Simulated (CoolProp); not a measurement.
A Linde-Hampson liquefier for ethylene: isothermal reversible compression at 290 K from 1 atm to 15 MPa, throttling to 1 atm, return gas leaving the recuperator 2 K below the feed. Each further row changes one setting.

Values from CoolProp's reference Helmholtz-energy equation of state, Smukala 2000.

| case | liquid yield per pass | compression work (kJ/kg of gas) |
|---|---|---|
| as stated | … | 338 |
| high pressure 30 MPa | 0.506 | … |
| warm-end temperature 320 K | … | 404 |
| warm-end gap 7 K | … | 338 |

Q: Some entries are withheld; supply them.

A: 
- as stated, liquid yield per pass: 0.499
- high pressure 30 MPa, compression work (kJ/kg of gas): 373
- warm-end temperature 320 K, liquid yield per pass: 0.392
- warm-end gap 7 K, liquid yield per pass: 0.493
